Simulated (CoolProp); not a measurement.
Computed with CoolProp (reference Helmholtz-energy equation of state, Lemmon 2006). It is a short technical equation, of lower accuracy than the large ones.

**Question.** Give the vapour pressure (bar), liquid density (kg/m³), vapour density (kg/m³), enthalpy of vaporisation (kJ/kg) of saturated C3F8 (R218) at -73.95, -71.05, -62.55 °C.

**Answer.** 
```json
[
 {"T (°C)": "-73.95", "p (bar)": "0.129", "liquid density (kg/m³)": "1750", "vapour density (kg/m³)": "1.48", "enthalpy of vaporisation (kJ/kg)": "118"},
 {"T (°C)": "-71.05", "p (bar)": "0.156", "liquid density (kg/m³)": "1740", "vapour density (kg/m³)": "1.78", "enthalpy of vaporisation (kJ/kg)": "117"},
 {"T (°C)": "-62.55", "p (bar)": "0.266", "liquid density (kg/m³)": "1710", "vapour density (kg/m³)": "2.92", "enthalpy of vaporisation (kJ/kg)": "114"}
]
```
